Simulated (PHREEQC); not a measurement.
Solution (25 °C): 0.0026 mol PbCl2 per kg of water. Closed to the air; pH follows from the charge balance.

Equilibrium calculation in PHREEQC: ion-association model, phreeqc.dat.

| Quantity | Result |
|---|---|
| pH | 5.24 |
| ionic strength | 0.00717 mol/kgw |

```tsv
species	molality	activity	log γ
Cl-	0.00489	0.00447	-0.039
Pb+2	0.00228	0.00160	-0.155
PbCl+	0.000310	0.000284	-0.039
H+	6.29e-6	5.81e-6	-0.035
PbOH+	5.86e-6	5.36e-6	-0.039
PbCl2	2.00e-6	2.01e-6	0.001
Pb2OH+3	4.27e-7	1.92e-7	-0.348
PbCl3-	7.79e-9	7.12e-9	-0.039
```

This is a speciation only: nothing precipitates in the calculation. Species that the database lacks are ignored.
